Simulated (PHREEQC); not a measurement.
**Polishing slurry liquid**

Consider water at 25 °C with 0.1 mol K2CO3, 0.00022 mol KNO3 and 0.00023 mol CO2 per kg of water. Closed to the air; pH follows from the charge balance.

The numbers come from PHREEQC with the ion-association model, wateq4f.dat.

This is a speciation only: nothing precipitates in the calculation.

Task: Estimate the pH, ionic strength.

Result: pH 11.33; ionic strength 0.297 mol/kgw.

Task: In which forms is C present?

Result: CO3-2 96 %, HCO3- 3.6 % of the C.
